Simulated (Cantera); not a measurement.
A freely propagating, adiabatic, planar premixed flame of 29.4 % CO, 7.65 % H₂, 13.2 % O₂, 49.7 % N₂, unburnt at 375 K and 460000 Pa; multicomponent transport, grid criteria slope 0.08 and curve 0.16, no radiation.

Detailed kinetics in Cantera: GRI-Mech 3.0 (53 species, 325 reactions). The hydrogen kinetics of GRI-Mech 3.0 are dated; newer H2 mechanisms differ, most at raised pressure. Burning velocities carry a grid error of a few per cent, more on coarse grids.

x: mole fraction of selected species; z is measured from the peak of heat release.

```tsv
z (mm)	T (K)	u (m/s)	x CO	x H₂	x O₂	x CO₂	x NO₂	x O
-0.255	375	1.10	0.294	0.0764	0.132	<1e-8	<1e-8	<1e-8
-0.170	375	1.10	0.294	0.0760	0.132	2.46e-8	<1e-8	<1e-8
-0.127	375	1.10	0.295	0.0752	0.133	1.86e-7	<1e-8	<1e-8
-0.0850	377	1.10	0.295	0.0721	0.133	6.73e-6	<1e-8	1.03e-8
-0.0425	440	1.27	0.298	0.0581	0.133	0.00103	4.64e-8	___
-0.0212	773	2.19	0.287	0.0417	0.120	0.0144	4.91e-8	___
0	1259	3.50	0.254	0.0236	0.0894	0.0517	<1e-8	___
0.0212	1591	4.33	0.213	0.0119	0.0556	0.100	1.26e-8	___
0.0425	1787	4.78	0.181	0.00885	0.0354	0.139	1.56e-8	___
0.0850	1986	5.21	0.151	0.00908	0.0207	0.177	1.86e-8	___
0.170	2149	5.57	0.137	0.00886	0.0133	0.194	2.28e-8	___
0.340	2272	5.84	0.129	0.00797	0.00831	0.205	2.64e-8	___
0.680	2358	6.03	0.122	0.00727	0.00450	0.214	2.77e-8	___
```

### Question
What belongs in the gaps?

### Answer

- -0.0425, x O: 1.26e-6
- -0.0212, x O: 0.000142
- 0, x O: 0.00248
- 0.0212, x O: 0.00653
- 0.0425, x O: 0.00779
- 0.0850, x O: 0.00644
- 0.170, x O: 0.00402
- 0.340, x O: 0.00212
- 0.680, x O: 0.00100
